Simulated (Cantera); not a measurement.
A freely propagating, adiabatic, planar premixed flame of 2.99 % C₃H₈, 16.8 % O₂, 63.1 % N₂, 17.1 % CO₂, equivalence ratio 0.89, unburnt at 350 K and 9.90 bar; mixture-averaged transport, grid criteria slope 0.08 and curve 0.16, no radiation.

Detailed kinetics in Cantera: GRI-Mech 3.0 (53 species, 325 reactions). GRI-Mech 3.0 was tuned for natural gas; its chemistry of propane as a main component is partial and can be far from experiment. Burning velocities carry a grid error of a few per cent, more on coarse grids.

x: mole fraction of selected species; z is measured from the peak of heat release.

```csv
z (mm),T (K),u (m/s),x C₃H₈,x O₂,x CO₂,x NO,x OH,x N₂O
-0.488,351,0.0758,0.0299,0.168,0.170,<1e-8,<1e-8,<1e-8
-0.325,357,0.0772,0.0299,0.167,0.170,<1e-8,<1e-8,<1e-8
-0.244,381,0.0825,0.0298,0.165,0.170,<1e-8,<1e-8,<1e-8
-0.163,498,0.109,0.0287,0.152,0.171,<1e-8,<1e-8,4.28e-8
-0.0813,898,0.199,0.0201,0.111,0.181,?,1.89e-7,2.33e-7
-0.0407,1232,0.277,0.00840,0.0759,0.193,?,6.67e-6,4.44e-7
0,1580,0.357,0.000120,0.0400,0.214,?,0.000366,7.65e-7
0.0407,1732,0.389,<1e-8,0.0262,0.233,?,0.00120,1.14e-6
0.0813,1788,0.400,<1e-8,0.0220,0.242,?,0.00119,1.30e-6
0.163,1829,0.408,<1e-8,0.0193,0.248,4.61e-6,0.000890,1.22e-6
0.325,1850,0.412,<1e-8,0.0179,0.251,4.97e-6,0.000576,7.58e-7
0.651,1858,0.414,<1e-8,0.0175,0.252,5.19e-6,0.000385,3.31e-7
1.30,1860,0.414,<1e-8,0.0174,0.252,5.42e-6,0.000326,2.13e-7
```

Task: Some entries are withheld; supply them.

Result: 
- -0.0813, x NO: 2.37e-7
- -0.0407, x NO: 9.51e-7
- 0, x NO: 2.12e-6
- 0.0407, x NO: 3.32e-6
- 0.0813, x NO: 4.02e-6
